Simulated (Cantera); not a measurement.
**Si + Br2 + N2 (silicon etching in halogen gases)**

A closed system holds: 1 mol Si, 5.3 mol Br2, 67 mol N2, held at 1298.15 K.

These are equilibrium values from Cantera (NASA tables, ideal gas, pure condensed phases), not measurements of a reactor. Candidate condensed phases: Br2, Si, Si3N4; 13 gas species. The tables' values for SiBr3 are old estimates; treat these amounts as uncertain. Rates play no part.

```
P (Pa)   x N2    x Br     x Br2  x SiBr4   x SiBr2   x SiBr3    x SiBr
------  -----  ------  --------  -------  --------  --------  --------
1       0.875   0.112   1.67e-5  3.97e-5    0.0129  0.000110   1.74e-6
10      0.880   0.107  0.000150  0.00268   0.00967  0.000786   1.37e-7
100     0.897  0.0881   0.00103   0.0123  0.000649  0.000436   1.11e-9
1000    0.905  0.0745   0.00735   0.0134   9.90e-6   5.63e-5  2.00e-12
10000   0.920  0.0426    0.0240   0.0137   3.09e-7   1.01e-5    <1e-12
100000  0.932  0.0168    0.0375   0.0139   2.01e-8   2.58e-6    <1e-12
```
x: gas mole fraction; nothing condenses.

From 0.00750 Torr to 750 Torr nothing is condensed. The main Si-bearing gas is SiBr2 at 0.00750 Torr and SiBr4 at 750 Torr.
